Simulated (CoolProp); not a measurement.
A single-stage vapour-compression cycle with the fluid: evaporating at 194.15 K (dew point), condensing at 217.15 K (bubble point), superheat 5 K, subcooling 5 K, compressor efficiency 0.65, no pressure losses. The same conditions are run with several fluids, on thermodynamics alone (safety and materials aside).

Values from CoolProp's reference Helmholtz-energy equation of state of each fluid (nitrous oxide: Lemmon 2006; propane: Lemmon 2009; CH2F2 (R32): Tillner-Roth 1997; C2F6 (R116): Lemmon 2006; R115: Lemmon 2016; propylene: Lemmon 2013).

```json
[
 {"fluid": "nitrous oxide", "cooling COP": "4.90", "pressure ratio": "2.94", "discharge temperature (K)": "284.9", "refrigerating effect (kJ/kg)": "336", "volumetric capacity (kJ/m³)": "1600"},
 {"fluid": "propane", "cooling COP": "?", "pressure ratio": "3.77", "discharge temperature (K)": "260.4", "refrigerating effect (kJ/kg)": "?", "volumetric capacity (kJ/m³)": "161"},
 {"fluid": "CH2F2 (R32)", "cooling COP": "4.89", "pressure ratio": "4.04", "discharge temperature (K)": "302.1", "refrigerating effect (kJ/kg)": "385", "volumetric capacity (kJ/m³)": "?"},
 {"fluid": "C2F6 (R116)", "cooling COP": "5.09", "pressure ratio": "3.00", "discharge temperature (K)": "234.1", "refrigerating effect (kJ/kg)": "103", "volumetric capacity (kJ/m³)": "863"},
 {"fluid": "R115", "cooling COP": "5.20", "pressure ratio": "4.04", "discharge temperature (K)": "240.1", "refrigerating effect (kJ/kg)": "?", "volumetric capacity (kJ/m³)": "?"},
 {"fluid": "propylene", "cooling COP": "5.10", "pressure ratio": "3.65", "discharge temperature (K)": "266.2", "refrigerating effect (kJ/kg)": "439", "volumetric capacity (kJ/m³)": "210"}
]
```

### Question
Complete the blanks.

### Answer

- propane, cooling COP: 5.14
- propane, refrigerating effect (kJ/kg): 429
- CH2F2 (R32), volumetric capacity (kJ/m³): 245
- R115, refrigerating effect (kJ/kg): 126
- R115, volumetric capacity (kJ/m³): 131
